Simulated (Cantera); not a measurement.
An isothermal, constant-pressure homogeneous reactor starts with H2 : O2 : N2 = 0.0042 : 1 : 0.14 (molar parts), at 1050 K and 0.0132 atm.

Cantera simulation using GRI-Mech 3.0 (53 species, 325 reactions); the numbers are that mechanism's predictions, not measurements. Radical loss at walls, strong at low pressure, is not modelled.

One state of this run: x H2 = 0.00121; x O2 = 0.872; x H2O = 0.00210; x N2O = 3.63e-11; x NO = 2.35e-11. x: mole fraction; the columns are a selection and need not sum to one.

**Question.** Which value of t (s) does it belong to?
(A) 0.000476
(B) 0.698
(C) 0.00880
(D) 0.0378

**Answer.** D, 0.0378
